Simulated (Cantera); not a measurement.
An isothermal, constant-pressure homogeneous reactor starts with 2.15 % CH4, 97.8 % H2, 0.0352 % N2, at 2150 K and 0.200 bar.

Detailed kinetics in Cantera: GRI-Mech 3.0 (53 species, 325 reactions). GRI-Mech 3.0 stops at C3 and has no aromatics, soot or wall deposition, so with more carbon than oxygen in the feed, carbon stays in small species such as C2H2 where larger ones or solid carbon would form.

One state of this run: x CH4 = 0.000131; x H2 = 0.980; x CH2 = 3.27e-7; x H = 0.00940; x C2H = 2.99e-6. x: mole fraction; the columns are a selection and need not sum to one.

**Question.** Which value of t (s) does it belong to?
(A) 1.00
(B) 0.000838
(C) 0.000143
(D) 0.0119

**Answer.** A, 1.00
